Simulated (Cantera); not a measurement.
## Hydrocarbon pyrolysis for carbon deposition

An isothermal, constant-pressure homogeneous reactor starts with C2H6 : N2 = 1 : 30 (molar parts), at 1250 K and 1.60 bar.

Model: GRI-Mech 3.0 (53 species, 325 reactions), integrated in Cantera. GRI-Mech 3.0 stops at C3 and has no aromatics, soot or wall deposition, so with more carbon than oxygen in the feed, carbon stays in small species such as C2H2 where larger ones or solid carbon would form.

```
t (s)       x C2H6     x CH4     x HCN    x C2H4      x H2
--------  --------  --------  --------  --------  --------
8.00e-5     0.0322   7.57e-6    <1e-12   3.33e-5   3.26e-5
0.000363    0.0313   8.47e-5  7.00e-11  0.000818  0.000793
0.00165     0.0265  0.000534  1.81e-10   0.00512   0.00505
0.00750     0.0112   0.00233  2.66e-10    0.0177    0.0193
0.0341    0.000625   0.00420  2.96e-10    0.0213    0.0334
0.155      8.21e-5   0.00458  2.97e-10    0.0156    0.0392
0.704      5.08e-5   0.00510  2.97e-10   0.00928    0.0444
3.20       4.11e-5   0.00645  3.03e-10   0.00779    0.0439
14.5       3.26e-5   0.00985  3.19e-10   0.00685    0.0399
66.0       2.22e-5    0.0152  3.50e-10   0.00544    0.0336
300        1.63e-5    0.0196  4.03e-10   0.00434    0.0283
```
x: mole fraction; the columns are a selection and need not sum to one.

Equilibrium at this temperature and pressure: C2H6 8.91e-6, CH4 0.0171, HCN 0.0285, C2H4 0.00191, H2 0.0341 (gas phase only).
